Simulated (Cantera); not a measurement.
A Cantera script and what it prints.

```python
import numpy as np
import cantera as ct

gas_names = """
    Cu CuF CuF2 Cu2 F F2
""".split()
cond_names = """
    Cu(cr) Cu(L) CuF2(s) CuF2(L)
""".split()


# ... load() reads the species with a 1 bar reference pressure and builds the phases ...
atoms = {
    'Cu': {'Cu': 1},
    'F2': {'F': 2},
}
top_T = {}  # K; cautious upper limits of use, not melting points


# ... equilibrate(T, P, feed) seeds the gas with the atoms and calls Mixture.equilibrate('TP', solver="vcs", rtol=1e-11, max_steps=5000) ...
results = []
feed = {'Cu': 1, 'F2': 7.7}  # mol
T = 475  # K
P = 10000  # Pa
mix = equilibrate(T, P, feed)
results.append((T, P, feed, dict(zip(mix.species_names, mix.species_moles))))
print(gas.report(threshold=0.0001))
for i in range(1, mix.n_phases):
    print(f"{mix.phase(i).name:16s} {mix.phase_moles(i):12.5e} mol")
```

Output:

```
       temperature   475 K
          pressure   10000 Pa
           density   0.096209 kg/m^3
  mean mol. weight   37.997 kg/kmol
   phase of matter   gas

                          1 kg             1 kmol
                     ---------------   ---------------
          enthalpy        1.5212e+05          5.78e+06  J
   internal energy             48180        1.8307e+06  J
           entropy            6240.2        2.3711e+05  J/K
    Gibbs function        -2.812e+06       -1.0685e+08  J
 heat capacity c_p            892.95             33929  J/K
 heat capacity c_v            674.13             25615  J/K

                      mass frac. Y      mole frac. X     chem. pot. / RT
                     ---------------   ---------------   ---------------
                F2                 1           0.99999           -27.054
     [   +5 minor]         3.138e-06         6.276e-06

Cu(cr)            0.00000e+00 mol
CuF2(s)           1.00000e+00 mol
```

Method: chemical equilibrium by Gibbs-energy minimisation in Cantera with the NASA 1993 tables (ideal gas, pure condensed phases).
